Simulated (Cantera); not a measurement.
A closed system holds: 1 mol SiHCl₃, 6.8 mol NH₃, equilibrated at 2100 Pa.

Cantera equilibrium calculation (NASA polynomials, part measured and part estimated; ideal gas, pure solids and liquids). Candidate condensed phases: NH₄Cl, Si, Si₃N₄; 28 gas species. The numbers say what is thermodynamically allowed, not how fast it happens.

### Question
What share of the Si ends up in condensed phases as a function of T (K), at 1000, 1100, 1200, 1300, 1400, 1500, 1600, 1700?

### Answer
```csv
T (K),Si condensed (%),as
1000,98.5,Si₃N₄(s)
1100,98.8,Si₃N₄(s)
1200,98.9,Si₃N₄(s)
1300,98.4,Si₃N₄(s)
1400,95.4,Si₃N₄(s)
1500,85.5,Si₃N₄(s)
1600,65.5,Si₃N₄(s)
1700,39.7,Si₃N₄(s)
```
